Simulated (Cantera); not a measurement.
A perfectly stirred reactor is fed with N₂O : N₂ = 1 : 0.96 (molar parts), at 0.188 atm; it is held at 1298 K, and followed from long to short residence time.

Model: GRI-Mech 3.0 (53 species, 325 reactions), integrated in Cantera. GRI-Mech 3.0 was tuned for natural gas; its chemistry of N2O as a main component is partial and can be far from experiment. The mechanism lacks the step 2 NO + O2 → 2 NO2, which can matter for NO2 below about 1400 K. The temperature is held fixed by assumption; the heat of reaction is taken as removed at once.

Problem. What does this change do: temperature 1298 to 1150 K?

Solution. 
```
quantity                 before     after
---------------------  --------  --------
x(N₂O) at τ = 0.550 s     0.355     0.495
x(NO₂) at τ = 0.550 s   3.12e-5   1.86e-6
x(O₂) at τ = 0.550 s     0.0529   0.00536
x(O) at τ = 0.550 s     7.15e-6   8.00e-7
x(NO) at τ = 0.550 s     0.0180  0.001000
x(N₂O) at τ = 14.0 ms     0.504     0.510
x(NO₂) at τ = 14.0 ms   5.17e-7   5.40e-9
x(O₂) at τ = 14.0 ms    0.00193  0.000140
x(O) at τ = 14.0 ms     7.34e-6   7.98e-7
x(NO) at τ = 14.0 ms   0.000669   2.62e-5
```

Problem. What does this change do: pressure from 0.188 atm to 1.00 atm?

Solution. 
```
quantity                 before     after
---------------------  --------  --------
x(N₂O) at τ = 0.550 s     0.355     0.178
x(NO₂) at τ = 0.550 s   3.12e-5  0.000284
x(O₂) at τ = 0.550 s     0.0529     0.117
x(O) at τ = 0.550 s     7.15e-6   4.55e-6
x(NO) at τ = 0.550 s     0.0180    0.0304
x(N₂O) at τ = 14.0 ms     0.504     0.483
x(NO₂) at τ = 14.0 ms   5.17e-7   2.38e-5
x(O₂) at τ = 14.0 ms    0.00193   0.00936
x(O) at τ = 14.0 ms     7.34e-6   6.90e-6
x(NO) at τ = 14.0 ms   0.000669   0.00319
```
